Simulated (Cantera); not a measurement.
Input (Python, Cantera) and output of one run.

```python
import numpy as np
import cantera as ct

gas_names = """
    CL CLO CL2 Fe FeCL FeCL2 FeCL3 FeO Fe(OH)2 Fe2CL4 Fe2CL6 H HCL HOCL HO2 H2 H2O H2O2 O OH O2 O3
""".split()
cond_names = """
    Fe(a) Fe(c) Fe(d) Fe(L) FeCL2(s) FeCL2(L) FeCL3(s) FeCL3(L) FeO(s) FeO(L) Fe(OH)2(s) Fe(OH)3(s)
    Fe2O3(s) Fe3O4(s) H2O(s) H2O(L)
""".split()


def load(file, names, dense=False):
    # The tables refer to 1 bar. Condensed volumes are neglected.
    table = {s.name: s for s in ct.Species.list_from_file(file)}
    out = []
    for n in names:
        d = dict(table[n].input_data)
        d["thermo"] = dict(d["thermo"], **{"reference-pressure": 1e5})
        if dense:
            d["equation-of-state"] = {"model": "constant-volume", "density": "1e6 g/cm^3"}
        out.append(ct.Species.from_dict(d))
    return out


gas = ct.Solution(thermo="ideal-gas", species=load("nasa_gas.yaml", gas_names))
cond = {s.name: ct.Solution(thermo="fixed-stoichiometry", species=[s], name=s.name)
        for s in load("nasa_condensed.yaml", cond_names, dense=True)}
atoms = {
    'Fe2O3': {'Fe': 2, 'O': 3},
    'HCl': {'H': 1, 'CL': 1},
}
top_T = {'Fe2O3(s)': 1830, 'Fe3O4(s)': 1870}  # K; cautious upper limits of use, not melting points


def equilibrate(T, P, feed):
    n = {}
    for name, mol in feed.items():
        for a, k in atoms[name].items():
            n[a] = n.get(a, 0.0) + k * mol
    gas.TPX = T, P, n
    mass = sum(n.values()) * gas.mean_molecular_weight
    gas.equilibrate("TP")
    valid = [c for c in cond.values() if c.min_temp <= T <= top_T.get(c.name, c.max_temp)]
    mix = ct.Mixture([(gas, mass / gas.mean_molecular_weight)] + [(c, 0.0) for c in valid])
    mix.T, mix.P = T, P
    mix.equilibrate("TP", solver="vcs", rtol=1e-11, max_steps=5000)
    return mix


results = []
T = 1698.15  # K
P = 14  # Pa
for m in [3, 4.3, 6.3, 9.2, 13, 20, 29, 42, 61]:
    feed = {'Fe2O3': 1, 'HCl': m}  # mol
    mix = equilibrate(T, P, feed)
    results.append((T, P, feed, dict(zip(mix.species_names, mix.species_moles))))
    x = sorted(zip(gas.X, gas.species_names), reverse=True)
    print(f"T = {T:g} K  P = {P:g} Pa  n(HCl) = {m:g} mol  gas = {mix.phase_moles(0):.4g} mol")
    print("   x: " + "  ".join(f"{s} {v:.3e}" for v, s in x if v > 0.001))
    print("   condensed (mol): " + ("  ".join(f"{mix.phase(i).name} {mix.phase_moles(i):.4g}"
          for i in range(1, mix.n_phases) if mix.phase_moles(i) > 1e-12) or "none"))
```

Output:

```
T = 1698.15 K  P = 14 Pa  n(HCl) = 3 mol  gas = 3.37 mol
   x: HCL 3.736e-01  H2O 2.543e-01  FeCL2 2.149e-01  CL 8.663e-02  O2 6.322e-02  OH 3.900e-03  H2 1.685e-03
   condensed (mol): Fe3O4(s) 0.4249
T = 1698.15 K  P = 14 Pa  n(HCl) = 4.3 mol  gas = 4.755 mol
   x: HCL 3.773e-01  H2O 2.594e-01  FeCL2 2.223e-01  CL 8.223e-02  O2 5.138e-02  OH 3.739e-03  H2 1.907e-03
   condensed (mol): Fe3O4(s) 0.3138
T = 1698.15 K  P = 14 Pa  n(HCl) = 6.3 mol  gas = 6.886 mol
   x: HCL 3.795e-01  H2O 2.635e-01  FeCL2 2.285e-01  CL 7.839e-02  O2 4.272e-02  OH 3.599e-03  H2 2.123e-03
   condensed (mol): Fe3O4(s) 0.1415
T = 1698.15 K  P = 14 Pa  n(HCl) = 9.2 mol  gas = 9.943 mol
   x: HCL 4.373e-01  H2O 2.398e-01  FeCL2 2.009e-01  CL 8.599e-02  O2 2.905e-02  OH 3.117e-03  H2 2.343e-03
   condensed (mol): none
T = 1698.15 K  P = 14 Pa  n(HCl) = 13 mol  gas = 13.88 mol
   x: HCL 5.503e-01  H2O 1.889e-01  FeCL2 1.440e-01  CL 9.828e-02  O2 1.228e-02  H2 2.839e-03  OH 2.231e-03
   condensed (mol): none
T = 1698.15 K  P = 14 Pa  n(HCl) = 20 mol  gas = 21.06 mol
   x: HCL 6.660e-01  H2O 1.361e-01  FeCL2 9.488e-02  CL 9.358e-02  H2 4.589e-03  O2 2.439e-03  OH 1.264e-03
   condensed (mol): none
T = 1698.15 K  P = 14 Pa  n(HCl) = 29 mol  gas = 30.26 mol
   x: HCL 7.460e-01  H2O 9.751e-02  CL 8.028e-02  FeCL2 6.605e-02  H2 7.822e-03  H 1.082e-03
   condensed (mol): none
T = 1698.15 K  P = 14 Pa  n(HCl) = 42 mol  gas = 43.57 mol
   x: HCL 8.020e-01  CL 7.013e-02  H2O 6.823e-02  FeCL2 4.586e-02  H2 1.185e-02  H 1.332e-03
   condensed (mol): none
T = 1698.15 K  P = 14 Pa  n(HCl) = 61 mol  gas = 63.08 mol
   x: HCL 8.396e-01  CL 6.403e-02  H2O 4.725e-02  FeCL2 3.167e-02  H2 1.557e-02  H 1.527e-03
   condensed (mol): none
```

Method: chemical equilibrium by Gibbs-energy minimisation in Cantera with the NASA 1993 tables (ideal gas, pure condensed phases).
